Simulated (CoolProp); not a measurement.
Dimethyl carbonate at several states: fugacity coefficient from the reference equation and from simpler models built on Tc = 557.0 K, pc = 4.909 MPa, ω = 0.346; each cubic takes its own stable root.

Model: reference Helmholtz-energy equation of state, Zhou 2011, in CoolProp.

| T (K) | p (MPa) | phase | reference | van der Waals | Redlich-Kwong | Soave-Redlich-Kwong |
|---|---|---|---|---|---|---|
| 301.2 | 1.12 | liquid | 0.007828 | 0.2022 | 0.02842 | 0.007417 |
| 422.9 | 0.0882 | gas | 0.9851 | 0.9898 | 0.9868 | 0.9851 |
| 537.7 | 0.0357 | gas | 0.9972 | 0.9976 | 0.9973 | 0.9972 |
| 297.4 | 4.26 | liquid | [?] | 0.05926 | 0.007249 | [?] |
| 409.3 | 0.156 | gas | [?] | 0.9806 | [?] | [?] |

Task: Some entries are withheld; supply them.

Result: 
- 297.4, reference: 0.001890
- 297.4, Soave-Redlich-Kwong: 0.001811
- 409.3, reference: 0.9707
- 409.3, Redlich-Kwong: 0.9745
- 409.3, Soave-Redlich-Kwong: 0.9709
